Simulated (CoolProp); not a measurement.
1,2-dichloroethane along the isobar 1.01 bar: fugacity coefficient from the reference equation and from simpler models built on Tc = 288.4 °C, pc = 52.26 bar, ω = 0.269; each cubic takes its own stable root.

Model: reference Helmholtz-energy equation of state, Thol 2015, in CoolProp.

| T (°C) | phase | reference | van der Waals | Soave-Redlich-Kwong | Peng-Robinson |
|---|---|---|---|---|---|
| -27.75 | liquid | 0.004406 | 0.5347 | 0.004009 | 0.004605 |
| -13.75 | liquid | 0.01181 | 0.8026 | 0.01089 | 0.01216 |
| 0.25 | liquid | ___ | 0.9706 | 0.02629 | 0.02869 |
| 14.25 | liquid | 0.06089 | 0.9736 | ___ | ___ |
| 28.15 | liquid | 0.1204 | 0.9762 | 0.1148 | ___ |
| 42.15 | liquid | 0.2225 | 0.9784 | 0.2142 | 0.2226 |
| 56.15 | liquid | 0.3862 | 0.9804 | 0.3751 | 0.3854 |
| 70.15 | liquid | 0.6346 | 0.9821 | ___ | 0.6324 |
| 84.15 | gas | 0.9714 | 0.9837 | 0.9742 | 0.9733 |
| 98.15 | gas | 0.9747 | 0.9850 | 0.9769 | 0.9759 |
| 112.15 | gas | 0.9775 | 0.9862 | 0.9791 | 0.9782 |
| 126.15 | gas | 0.9799 | 0.9873 | 0.9812 | 0.9802 |
| 140.15 | gas | 0.9820 | 0.9882 | 0.9829 | 0.9820 |
| 154.15 | gas | 0.9838 | 0.9891 | 0.9845 | 0.9836 |
| 168.15 | gas | 0.9854 | 0.9899 | 0.9859 | 0.9850 |
| 182.15 | gas | 0.9868 | 0.9906 | 0.9872 | 0.9863 |

### Question
Some entries are withheld; supply them.

### Answer

- 0.25, reference: 0.02818
- 14.25, Soave-Redlich-Kwong: 0.05745
- 14.25, Peng-Robinson: 0.06151
- 28.15, Peng-Robinson: 0.1209
- 70.15, Soave-Redlich-Kwong: 0.6215

At some of these states van der Waals gives the other phase, because its saturation line lies elsewhere.
